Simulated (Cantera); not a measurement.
A Cantera script and what it prints.

```python
import numpy as np
import cantera as ct

gas_names = [...]  # 140 gases of nasa_gas.yaml made of C, Fe, H, N, O
cond_names = """
    C(gr) C6H6(L) C7H8(L) C8H18(L),n-octa Fe(a) Fe(c) Fe(d) Fe(L) FeC5O5(L) FeO(s) FeO(L) Fe(OH)2(s)
    Fe(OH)3(s) Fe2O3(s) Fe3O4(s) H2O(s) H2O(L)
""".split()


# ... load() reads the species with a 1 bar reference pressure and builds the phases ...
atoms = {
    'Fe3O4': {'Fe': 3, 'O': 4},
    'CH4': {'C': 1, 'H': 4},
    'N2': {'N': 2},
}
top_T = {'C(gr)': 4500, 'Fe2O3(s)': 1830, 'Fe3O4(s)': 1870}  # K; cautious upper limits of use, not melting points


# ... equilibrate(T, P, feed) seeds the gas with the atoms and calls Mixture.equilibrate('TP', solver="vcs", rtol=1e-11, max_steps=5000) ...
results = []
feed = {'Fe3O4': 1, 'CH4': 0.95, 'N2': 0.88}  # mol
T = 973.15  # K
P = 100000  # Pa
mix = equilibrate(T, P, feed)
results.append((T, P, feed, dict(zip(mix.species_names, mix.species_moles))))
print(gas.report(threshold=1e-05))
for i in range(1, mix.n_phases):
    print(f"{mix.phase(i).name:16s} {mix.phase_moles(i):12.5e} mol")
```

It prints:

```
       temperature   973.15 K
          pressure   1e+05 Pa
           density   0.20959 kg/m^3
  mean mol. weight   16.958 kg/kmol
   phase of matter   gas

                          1 kg             1 kmol
                     ---------------   ---------------
          enthalpy       -2.2887e+06       -3.8812e+07  J
   internal energy       -2.7658e+06       -4.6903e+07  J
           entropy             12799        2.1706e+05  J/K
    Gibbs function       -1.4744e+07       -2.5004e+08  J
 heat capacity c_p            2004.9             34000  J/K
 heat capacity c_v            1514.6             25685  J/K

                      mass frac. Y      mole frac. X     chem. pot. / RT
                     ---------------   ---------------   ---------------
               CH4          0.015678          0.016573           -38.407
                CO           0.32104           0.19437           -40.828
               CO2           0.13551          0.052215           -79.849
                H2          0.050237           0.42259             -18.3
               H2O          0.074831          0.070442            -57.32
               NH3        9.5187e-05        9.4781e-05           -40.551
                N2           0.40261           0.24372           -26.204
     [ +133 minor]        1.6441e-06        9.9438e-07

C(gr)             0.00000e+00 mol
Fe(a)             3.32959e-01 mol
FeC5O5(L)         0.00000e+00 mol
FeO(s)            2.66704e+00 mol
Fe(OH)2(s)        0.00000e+00 mol
Fe(OH)3(s)        0.00000e+00 mol
Fe2O3(s)          0.00000e+00 mol
Fe3O4(s)          0.00000e+00 mol
```

Method: chemical equilibrium by Gibbs-energy minimisation in Cantera with the NASA 1993 tables (ideal gas, pure condensed phases). The tables' stoichiometric FeO is somewhat more stable than real wüstite, so its field is too wide. FeO: taken at fixed stoichiometry.
